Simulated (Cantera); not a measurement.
A diamond (100) surface in a fixed gas of H2 with x(CH4) = 0.018, x(CH3) = 1.4e-05, at 1125 K, 82.5 Torr; coverages are run to steady state.

Cantera simulation using the Harris–Goodwin 1993 mechanism for the reconstructed diamond (100) surface; the numbers are that mechanism's predictions, not measurements.

One state of this run: growth (µm/h) = 1.09; θ c6HH = 0.493; θ c6H* = 0.0305; θ c6*H = 0.455; θ c6** = 0.0208; θ c6HM = 0.000598. θ: site fractions in the mechanism's names (c6HH fully hydrogenated, c6H* and c6*H radical sites, c6** diradical, c6HM methylated).

Question: Which value of x(H) does it belong to?
A) 0.0004
B) 0.026
C) 0.0064
D) 0.0032

Answer: C, 0.0064
